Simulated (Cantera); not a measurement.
Gas mixture: CH₄ = 0.31 (molar parts), at 0.0267 bar, frozen composition.

Cantera's kinetic-theory transport with the Lennard-Jones parameters of GRI-Mech 3.0, ideal gas; thermal conductivity in the multicomponent form. The composition is frozen, though it would react at the higher temperatures.

D: mixture-averaged diffusion coefficient of that species in the mixture.

```csv
T (K),ρ (kg/m³),cp (J/kg/K),μ (µPa s),λ (mW/m/K),Pr,D (cm²/s) NH₃,D (cm²/s) CH₄,D (cm²/s) H₂O
400,0.0129,2526,14.4,50.8,0.718,14.7,0.000,15.1
600,0.00857,___,___,___,0.725,___,0.000,___
800,0.00643,3989,23.8,130,0.728,52.7,0.000,55.4
1000,0.00514,___,___,___,0.730,___,0.000,___
1200,0.00429,5074,31.2,217,0.730,107,0.000,114
1400,0.00367,5468,34.5,259,0.730,139,0.000,148
```

**Question.** Complete the blanks.

**Answer.** 
- 600, cp (J/kg/K): 3287
- 600, μ (µPa s): 19.5
- 600, λ (mW/m/K): 88.4
- 600, D (cm²/s) NH₃: 31.4
- 600, D (cm²/s) H₂O: 32.8
- 1000, cp (J/kg/K): 4589
- 1000, μ (µPa s): 27.7
- 1000, λ (mW/m/K): 174
- 1000, D (cm²/s) NH₃: 78.0
- 1000, D (cm²/s) H₂O: 82.5
